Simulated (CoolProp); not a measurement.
Vapour-liquid equilibrium of isobutene (1) + n-octane (2) at 325.4 K; x and y are mole fractions of (1).

Computed with CoolProp (multi-fluid Helmholtz-energy mixture model, Lemmon 2005 and Beckmüller 2019; pair parameters Bell 2016).

Task: Give the bubble pressure and the first vapour's composition at x = 0.05, 0.65, 0.95. Is there an azeotrope?

Result: x = 0.05: 0.03738 MPa, y = 0.806; x = 0.65: 0.4004 MPa, y = 0.991; x = 0.95: 0.6086 MPa, y = 0.999. No azeotrope shows between x = 0.05 and 0.95.

The pair parameters rest on a limited set of measurements; away from them the model extrapolates.
